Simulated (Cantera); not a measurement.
Charge: 1 mol borazine, 1.6 mol O2, 1.2 mol N2, held at 11.0 mbar.

Equilibrium computed with Cantera from the NASA thermochemical tables; the gas is ideal and each condensed phase is pure. Candidate condensed phases: B, BN, B2O3, B3O3H3, H2O; 39 gas species. The feed counts by its element totals alone. Mutual solubility and eutectic melting of coexisting phases are not modelled. Rates play no part.

Q: What share of the B ends up in condensed phases as a function of T (K), at 1550, 1650, 1750, 1850, 1950, 2050, 2150, 2250?

A: 
```
T (K)  B condensed (%)               as
-----  ---------------  ---------------
1550              95.3  BN(s) + B2O3(l)
1650              79.3  BN(s) + B2O3(l)
1750              22.5            BN(s)
1850              13.7            BN(s)
1950               3.9            BN(s)
2050               0.0                -
2150               0.0                -
2250               0.0                -
```
